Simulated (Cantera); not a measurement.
A perfectly stirred reactor is fed with C2H6 : N2 = 1 : 9.3 (molar parts), at 0.000967 atm; it is held at 1700 K, and followed from long to short residence time.

Cantera simulation using GRI-Mech 3.0 (53 species, 325 reactions); the numbers are that mechanism's predictions, not measurements. GRI-Mech 3.0 stops at C3 and has no aromatics, soot or wall deposition, so with more carbon than oxygen in the feed, carbon stays in small species such as C2H2 where larger ones or solid carbon would form. Radical loss at walls, strong at low pressure, is not modelled.

x: mole fraction; the columns are a selection and need not sum to one.

| τ (s) | x C2H6 | x H | x CH4 | x C2H4 | x CH2 |
|---|---|---|---|---|---|
| 0.55 | 0.000603 | 0.00135 | 0.0200 | 0.00300 | 2.20e-5 |
| 0.21 | [?] | 0.00144 | [?] | [?] | [?] |
| 0.078 | [?] | 0.00151 | 0.0294 | [?] | [?] |
| 0.030 | 0.00930 | 0.00151 | 0.0285 | 0.0210 | 5.97e-5 |
| 0.011 | 0.0228 | 0.00134 | 0.0205 | 0.0271 | 7.17e-5 |
| 0.0042 | 0.0473 | 0.000961 | 0.00939 | 0.0207 | 6.54e-5 |
| 0.0016 | 0.0749 | 0.000490 | 0.00247 | 0.00695 | 3.67e-5 |
| 0.00060 | 0.0900 | 0.000132 | 0.000454 | 0.000802 | 9.77e-6 |
| 0.00023 | 0.0946 | 1.73e-5 | 7.47e-5 | 4.36e-5 | 1.15e-6 |

Problem. Fill in the missing entries.

Solution. 
- 0.21, x C2H6: 0.00150
- 0.21, x CH4: 0.0255
- 0.21, x C2H4: 0.00635
- 0.21, x CH2: 3.17e-5
- 0.078, x C2H6: 0.00382
- 0.078, x C2H4: 0.0125
- 0.078, x CH2: 4.48e-5
